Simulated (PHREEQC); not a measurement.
**Nickel, zinc or cadmium bath**

Consider water at 25 °C with 0.065 mol ZnSO4, 0.00036 mol NaOH and 0.2 mol H2SO4 per kg of water. Closed to the air; pH follows from the charge balance.

Model: ion-association model, phreeqc.dat, run in PHREEQC.

No solid was allowed to form.

Q: Predict the pH.

A: pH 0.80.

Q: In which forms is Na present?

A: Na+ 95 %, NaSO4- 4.5 % of the Na.
